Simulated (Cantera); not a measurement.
An adiabatic, constant-volume homogeneous reactor starts with H2 : O2 : N2 : H2O = 1 : 0.455 : 4.09 : 0.2 (molar parts), at 1300 K and 500000 Pa. Integrator tolerance rtol = 1e-08.

Computed with Cantera and the H2/O2 subset of GRI-Mech 3.0, which has no nitrogen chemistry. The hydrogen kinetics of GRI-Mech 3.0 are dated; newer H2 mechanisms differ, most at raised pressure.

Question: What does this change do: constant pressure in place of constant volume?

Answer: 
```tsv
quantity	before	after
time of steepest temperature rise	13.9 µs	14.2 µs
temperature at 0.200 s	2601 K	2387 K
equilibrium temperature	2601 K	2387 K
x(H2) at 0.200 s	0.0203 (gas-phase equilibrium 0.0203)	0.0181 (gas-phase equilibrium 0.0181)
x(O2) at 0.200 s	0.000986 (gas-phase equilibrium 0.000986)	0.000298 (gas-phase equilibrium 0.000298)
x(H2O) at 0.200 s	0.203 (gas-phase equilibrium 0.203)	0.207 (gas-phase equilibrium 0.207)
x(OH) at 0.200 s	0.00420 (gas-phase equilibrium 0.00420)	0.00187 (gas-phase equilibrium 0.00187)
x(O) at 0.200 s	0.000243 (gas-phase equilibrium 0.000243)	6.29e-5 (gas-phase equilibrium 6.29e-5)
```
